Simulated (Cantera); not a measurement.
## Transport properties of process gases

Gas mixture: C3H8 : N2 : CH3OH = 0.95 : 0.82 : 0.93 (molar parts), at 24.0 Torr, frozen composition.

Cantera's kinetic-theory transport with the Lennard-Jones parameters of GRI-Mech 3.0, ideal gas; thermal conductivity in the mixture-averaged form. Polar gases are described roughly by these parameters. The composition is frozen, though it would react at the higher temperatures.

| T (K) | ρ (kg/m³) | cp (J/kg/K) | μ (µPa s) | λ (mW/m/K) | Pr | D (cm²/s) CO2 | D (cm²/s) OH | D (cm²/s) CH3 |
|---|---|---|---|---|---|---|---|---|
| 400 | 0.0337 | 1703 | 13.9 | 30.4 | 0.778 | 5.80 | 12.1 | 8.65 |
| 600 | 0.0225 | 2213 | 19.8 | 53.5 | 0.819 | 12.3 | 24.6 | 18.0 |
| 800 | 0.0169 | 2610 | 25.0 | 77.1 | 0.845 | 20.6 | 40.2 | 29.7 |
| 1000 | 0.0135 | 2917 | 29.6 | 100 | 0.863 | 30.4 | 58.7 | 43.6 |
| 1200 | 0.0112 | 3135 | 33.9 | 122 | 0.870 | 41.7 | 79.8 | 59.5 |
| 1400 | 0.00964 | 3312 | 37.8 | 143 | 0.876 | 54.2 | 103 | 77.2 |
| 1600 | 0.00843 | 3456 | 41.5 | 163 | 0.880 | 68.0 | 129 | 96.6 |
| 1800 | 0.00750 | 3571 | 45.0 | 182 | 0.884 | 83.0 | 157 | 118 |
D: mixture-averaged diffusion coefficient of that species in the mixture.
